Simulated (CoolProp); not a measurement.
Vapour-liquid equilibrium of R113 (1) + n-hexane (2) at 0.0106 MPa; x and y are mole fractions of (1).

The numbers come from the multi-fluid Helmholtz-energy mixture model, Marx 1992 and Thol 2019; pair parameters Bell 2016 in CoolProp.

Give the bubble temperature and the first vapour's composition at x = 0.2, 0.65, 0.95. Is there an azeotrope?

x = 0.2: 276.8 K, y = 0.436; x = 0.65: 269.3 K, y = 0.805; x = 0.95: 266.5 K, y = 0.970. No azeotrope shows between x = 0.05 and 0.95.

Pair parameters are fitted to limited data, so mixtures are less certain than the pure fluids.
